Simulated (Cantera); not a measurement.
**SiHCl3 + C2H2 + H2 + HCl (silicon carbide growth)**

Charge: 1 mol SiHCl3, 0.015 mol C2H2, 520 mol H2, 0.072 mol HCl, at 0.100 bar.

Cantera equilibrium calculation (NASA polynomials, part measured and part estimated; ideal gas, pure solids and liquids). Candidate condensed phases: C, C6H6, C7H8, C8H18, Si, SiC; 109 gas species. Mutual solubility and eutectic melting of coexisting phases are not modelled. The tables' values for SiCl are old estimates; treat these amounts as uncertain. Gases not in the tables: Si2H6 and higher silanes. Equilibrium is a limit: real reactors are often held back by kinetics, nucleation or transport.

| T (°C) | x H2 | x H | x HCl | x Si | x SiH | x SiH2 | x Cl | n Si(l) | n SiC(s) |
|---|---|---|---|---|---|---|---|---|---|
| 1675 | 0.990 | 0.00356 | 0.00567 | 0.000232 | 5.62e-5 | 7.76e-5 | 1.53e-5 | 0.723 | 0.0250 |
| 1700 | 0.989 | 0.00424 | 0.00567 | 0.000316 | 7.18e-5 | 8.99e-5 | 1.82e-5 | 0.663 | 0.0230 |
| 1725 | 0.989 | 0.00504 | 0.00567 | 0.000425 | 9.11e-5 | 0.000104 | 2.15e-5 | 0.584 | 0.0203 |
| 1750 | 0.987 | 0.00597 | 0.00566 | 0.000569 | 0.000115 | 0.000119 | 2.54e-5 | 0.482 | 0.0163 |
| 1775 | 0.986 | 0.00703 | 0.00565 | 0.000756 | 0.000144 | 0.000137 | 2.98e-5 | 0.352 | 0.0106 |
| 1800 | 0.985 | 0.00825 | 0.00564 | 0.000997 | 0.000180 | 0.000156 | 3.49e-5 | 0.185 | 0.00250 |
| 1825 | 0.983 | 0.00965 | 0.00563 | 0.00127 | 0.000218 | 0.000173 | 4.07e-5 | 0 | 0 |
| 1850 | 0.981 | 0.0112 | 0.00565 | 0.00133 | 0.000215 | 0.000157 | 4.75e-5 | 0 | 0 |
| 1875 | 0.979 | 0.0130 | 0.00566 | 0.00137 | 0.000211 | 0.000142 | 5.52e-5 | 0 | 0 |
| 1900 | 0.977 | 0.0151 | 0.00567 | 0.00141 | 0.000206 | 0.000128 | 6.38e-5 | 0 | 0 |
| 1925 | 0.975 | 0.0174 | 0.00567 | 0.00145 | 0.000201 | 0.000116 | 7.35e-5 | 0 | 0 |
| 1950 | 0.972 | 0.0200 | 0.00566 | 0.00148 | 0.000196 | 0.000104 | 8.44e-5 | 0 | 0 |
| 1975 | 0.969 | 0.0229 | 0.00565 | 0.00151 | 0.000190 | 9.38e-5 | 9.65e-5 | 0 | 0 |
x: gas mole fraction; n: condensed amount in mol.

From 1675 °C to 1800 °C the condensed part is Si(l) + SiC(s). From 1825 °C to 1975 °C nothing is condensed. The main Si-bearing gas is Si throughout.
